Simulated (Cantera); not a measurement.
An isothermal, constant-pressure homogeneous reactor starts with 85.5 % NH3, 14.5 % N2, at 1850 K and 0.990 bar.

Model: the gas-phase N/H chemistry of the illustrative SiF4/NH3 mechanism in the Surface Chemkin manual (1991), integrated in Cantera. Walls and surfaces, which speed up NH3 decomposition in real reactors, are not modelled.

One state of this run: x NH3 = 0.805; x NH = 3.23e-6; x N = 5.15e-8; x N2H2 = 2.91e-6; x NH2 = 0.000520. x: mole fraction; the columns are a selection and need not sum to one.

**Question.** Which value of t (s) does it belong to?
A) 0.000423
B) 0.870
C) 9.20e-5
D) 0.00894

**Answer.** D, 0.00894
